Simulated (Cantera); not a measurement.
Input: 1 mol Hg, 7.7 mol H2, held at 0.133 bar.

Method: chemical equilibrium by Gibbs-energy minimisation in Cantera with the NASA 1993 tables (ideal gas, pure condensed phases). Candidate condensed phases: Hg; 3 gas species. Kinetics and transport are ignored. All values below are at 1100 °C.

Base state: H2 0.885, Hg 0.115 (mole fractions); condensed: gas only.

Question: What changes in the equilibrium state with this change: 0.53 mol NH3 added?

Answer: 
```json
[
 {"species": "H2", "before": "0.885", "after": "0.870"},
 {"species": "Hg", "before": "0.115", "after": "0.102"},
 {"species": "N2", "before": "0", "after": "0.0272"}
]
```
